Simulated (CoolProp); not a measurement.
Values from CoolProp's reference Helmholtz-energy equation of state, Lemmon 2005. It is a short technical equation, of lower accuracy than the large ones.

Question: Give the vapour pressure (MPa), liquid density (kg/m³), vapour density (kg/m³), liquid cp (kJ/(kg K)) of saturated cis-2-butene at 228.8, 235.3, 248.3 K.

Answer: 
```csv
T (K),p (MPa),liquid density (kg/m³),vapour density (kg/m³),liquid cp (kJ/(kg K))
228.8,0.0102,692,0.304,2.02
235.3,0.0149,685,0.431,2.04
248.3,0.0294,671,0.813,2.07
```
